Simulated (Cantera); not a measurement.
A freely propagating, adiabatic, planar premixed flame of 21.8 % H₂, 15.8 % O₂, 59.3 % N₂, 3.05 % H₂O, equivalence ratio 0.69, unburnt at 500 K and 1.50 bar; mixture-averaged transport, grid criteria slope 0.08 and curve 0.16, no radiation.

Computed with Cantera and the H2/O2 subset of GRI-Mech 3.0, which has no nitrogen chemistry. Burning velocities carry a grid error of a few per cent, more on coarse grids. Lean hydrogen flames are cellular in practice and burn faster than this planar one.

Task: Predict: laminar burning velocity; thermal thickness; peak x(H); peak x(O); peak x(H₂O₂).

Result: 
| Quantity | Result |
|---|---|
| laminar burning velocity | 290 cm/s |
| thermal thickness | 0.234 mm |
| peak x(H) | 0.0161 |
| peak x(O) | 0.00818 |
| peak x(H₂O₂) | 5.68e-5 |
